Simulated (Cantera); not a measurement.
A closed system holds: 1 mol HBr, 0.19 mol H2, 1.8 mol H2O, at 1650 K and 10000 Pa.

Equilibrium computed with Cantera from the NASA thermochemical tables; the gas is ideal and each condensed phase is pure. Candidate condensed phases: Br2, H2O; 12 gas species. The numbers say what is thermodynamically allowed, not how fast it happens.

Base state: H2O 0.596, HBr 0.311, H2 0.0729, Br 0.0198, Br2 0.000103, H 7.76e-5, OH 2.86e-5 (mole fractions); condensed: gas only.

Task: What changes in the equilibrium state with this change: temperature from 1650 K to 2273 K?

Result: 
| species | before | after |
|---|---|---|
| H2O | 0.596 | 0.542 |
| Br | 0.0198 | 0.156 |
| HBr | 0.311 | 0.149 |
| H2 | 0.0729 | 0.136 |
| O | 2.48e-8 | 0.000301 |
| O2 | 9.21e-8 | 0.000503 |
